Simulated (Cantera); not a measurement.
Feed: 1 mol BN, 0.01 mol H2, held at 1723 K and 1.33 mbar.

Method: chemical equilibrium by Gibbs-energy minimisation in Cantera with the NASA 1993 tables (ideal gas, pure condensed phases). Candidate condensed phases: B, BN; 15 gas species. The tables' values for BH2 are old estimates; treat these amounts as uncertain. The numbers say what is thermodynamically allowed, not how fast it happens.

Base state: H2 0.994, H 0.00498, N2 0.000722, BH2 7.29e-5 (mole fractions); condensed: BN(s).

**Question.** What changes in the equilibrium state with this change: pressure from 1.33 mbar to 9.80 mbar?

**Answer.** 
| species | before | after |
|---|---|---|
| H2 | 0.994 | 0.998 |
| H | 0.00498 | 0.00184 |
| N2 | 0.000722 | 9.82e-5 |
| BH2 | 7.29e-5 | 7.31e-5 |
| BN(s), mol | 1.000 | 1.000 |
